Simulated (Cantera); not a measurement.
Feed: 1 mol PbO, 3.3 mol H2, equilibrated at 1.40 bar.

Cantera equilibrium calculation (NASA polynomials, part measured and part estimated; ideal gas, pure solids and liquids). Candidate condensed phases: H2O, Pb, PbO, PbO2, Pb3O4; 12 gas species. Kinetics and transport are ignored. All values below are at 1550 K.

Base state: H2 0.677, H2O 0.295, Pb 0.0280, H 2.19e-5, Pb2 1.59e-5 (mole fractions); condensed: Pb(l).

**Question.** What changes in the equilibrium state with this change: pressure from 1.40 bar to 29.0 Pa?

**Answer.** 
```csv
species,before,after
H2,0.677,0.534
Pb,0.0280,0.232
H2O,0.295,0.232
Pb2,1.59e-5,2.28e-7
OH,3.20e-7,1.98e-5
"Pb(l), mol",0.905,0
```
